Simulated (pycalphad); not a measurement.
All values are pycalphad results on the COST 507 light-alloy database (1999) (1 atm), not direct measurements. The data set is of 1999 and partly superseded. Diffusion is slow at the low end, where real alloys seldom reach equilibrium.

Molar enthalpy of Si-26.91Y (wt.%) in equilibrium (SER reference):

```csv
T (°C),H (kJ/mol),phases
2177,90.28,LIQUID
2027,85.95,LIQUID
1877,81.62,LIQUID
1727,77.29,LIQUID
1577,72.96,LIQUID
1427,68.64,LIQUID
1352,66.47,LIQUID
1277,64.29,LIQUID
1202,7.74,DIAMOND_A4 + SI2Y_R
1127,5.58,DIAMOND_A4 + SI2Y_R
977,1.32,DIAMOND_A4 + SI2Y_R
827,-2.84,DIAMOND_A4 + SI2Y_R
677,-6.88,DIAMOND_A4 + SI2Y_R
527,-10.82,DIAMOND_A4 + SI2Y_R
377,-14.63,DIAMOND_A4 + SI2Y_R
227,-18.29,DIAMOND_A4 + SI2Y_R
```

Cooling from 1277 °C to 1202 °C, across the freezing range, releases 56.6 kJ/mol, or 1640 J/g. The slope is 29 J/(mol K) in the liquid and 29 J/(mol K) just below the solidus, where it includes any heat of precipitation. Liquidus 1254 °C, solidus 1212 °C. Changes were sought between steps of 75 K, so a narrower field can be missed.

Database names, with the compositions (at.%) that they take in these runs: SI2Y_R: Si 67 Y 33. DIAMOND_A4 is diamond (Si).
